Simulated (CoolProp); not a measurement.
Vapour-liquid equilibrium of R142b (1) + R113 (2) at 0.334 MPa; x and y are mole fractions of (1).

Computed with CoolProp (multi-fluid Helmholtz-energy mixture model, Lemmon 2006 and Marx 1992; pair parameters Bell 2016).

**Question.** Give the bubble temperature and the first vapour's composition at x = 0.275, 0.425, 0.875. Is there an azeotrope?

**Answer.** x = 0.275: 328.6 K, y = 0.687; x = 0.425: 318.7 K, y = 0.810; x = 0.875: 301.4 K, y = 0.971. No azeotrope shows between x = 0.05 and 0.95.

Pair parameters are fitted to limited data, so mixtures are less certain than the pure fluids.
